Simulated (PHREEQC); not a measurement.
Synthetic water in mg/L, 25 °C, pH 3.88, pe 10.3:

```
constituent  mg/L
-----------  ----
Na            170
K            15.6
Ca            501
Mg           3.12
Cl            100
S(6) as SO4  1370
Zn           3.07
```

Valence states are taken as typed.

The numbers come from PHREEQC with the ion-association model, wateq4f.dat.

Each row changes one thing in this solution. This is a speciation only: nothing precipitates in the calculation.

```
case                                             ionic strength (mol/kgw)  SO4-2 (mol/kgw)  Ca+2 (mol/kgw)  CaSO4 (mol/kgw)  K+ (mol/kgw)  NaSO4- (mol/kgw)  SI of Gypsum (CaSO4:2H2O)  SI of Halite (NaCl)
-----------------------------------------------  ------------------------  ---------------  --------------  ---------------  ------------  ----------------  -------------------------  -------------------
as made                                                            0.0427          0.00997         0.00853          0.00399      0.000387          0.000173                      -0.11                -6.44
all concentrations times 2 at the same typed pH                    0.0792           0.0184          0.0156          0.00943      0.000763        (withheld)                      +0.26           (withheld)
Cl from 100 to 50 mg/L                                             0.0419          0.00995         0.00851          0.00402      0.000387        (withheld)                      -0.11           (withheld)
```

Some entries are withheld; supply them.


- all concentrations times 2 at the same typed pH, NaSO4- (mol/kgw): 0.000526
- all concentrations times 2 at the same typed pH, SI of Halite (NaCl): -5.88
- Cl from 100 to 50 mg/L, NaSO4- (mol/kgw): 0.000174
- Cl from 100 to 50 mg/L, SI of Halite (NaCl): -6.74

Species that the database lacks are ignored. Some of these states are supersaturated (in Gypsum, for instance).
